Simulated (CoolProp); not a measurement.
R236EA along the isobar 7.23 bar: fugacity coefficient from the reference equation and from simpler models built on Tc = 412.4 K, pc = 34.14 bar, ω = 0.368; each cubic takes its own stable root.

Computed with CoolProp (reference Helmholtz-energy equation of state, Rui 2013).

```tsv
T (K)	phase	reference	van der Waals	Redlich-Kwong	Soave-Redlich-Kwong	Peng-Robinson
304	liquid	0.3276	0.8713	0.5703	0.3326	0.3286
311.7	liquid	0.4130	0.8786	0.6782	0.4203	0.4141
319.4	liquid	0.5126	0.8853	0.7967	0.5226	0.5139
327.1	liquid	0.6271	0.8915	0.8629	0.6401	0.6284
334.8	liquid	0.7569	0.8972	0.8715	0.7732	0.7582
342.5	gas	0.8577	0.9025	0.8794	0.8668	0.8586
350.3	gas	0.8691	0.9076	0.8867	0.8762	0.8680
358	gas	0.8792	0.9122	0.8935	0.8846	0.8765
365.7	gas	0.8883	0.9165	0.8996	0.8924	0.8844
373.4	gas	0.8965	0.9205	0.9054	0.8996	0.8917
381.1	gas	0.9039	0.9243	0.9107	0.9063	0.8984
388.8	gas	0.9107	0.9278	0.9156	0.9125	0.9047
396.6	gas	0.9169	0.9312	0.9203	0.9183	0.9106
404.3	gas	0.9226	0.9343	0.9246	0.9236	0.9160
412	gas	0.9277	0.9373	0.9285	0.9285	0.9210
```

At some of these states van der Waals, Redlich-Kwong gives the other phase, because its saturation line lies elsewhere.
